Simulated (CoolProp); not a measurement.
Vapour-liquid equilibrium of n-perfluorobutane (1) + R365MFC (2) at 315.8 K; x and y are mole fractions of (1).

Model: multi-fluid Helmholtz-energy mixture model, Gao 2022 and Lemmon 2016; pair parameters Bell 2016, in CoolProp.

```tsv
x	bubble pressure (MPa)	y at the bubble point	dew pressure at overall composition x (MPa)	liquid density (mol/L)
0.05	0.1809	0.400	0.1163	8.076
0.125	0.2539	0.587	0.1260	7.854
0.2	0.3006	(withheld)	0.1375	7.639
0.275	0.3314	0.704	0.1512	7.433
0.35	0.3528	0.732	0.1677	7.236
0.425	0.3691	0.753	0.1882	7.048
0.5	0.3829	0.772	0.2141	6.871
0.575	0.3955	0.791	0.2476	6.704
0.65	0.4077	0.813	(withheld)	6.548
0.725	0.4196	0.839	0.3475	6.404
0.8	0.4311	0.870	0.4005	6.272
0.875	0.4416	0.910	0.4325	6.151
0.95	0.4501	(withheld)	0.4489	6.043
```

### Question
Complete the blanks.

### Answer

- 0.2, y at the bubble point: 0.663
- 0.65, dew pressure at overall composition x (MPa): 0.2917
- 0.95, y at the bubble point: 0.959

No azeotrope shows between x = 0.05 and 0.95.

The pair parameters rest on a limited set of measurements; away from them the model extrapolates. With so large a gap from Raoult's law the liquid may split in two, which this calculation doesn't test in full.
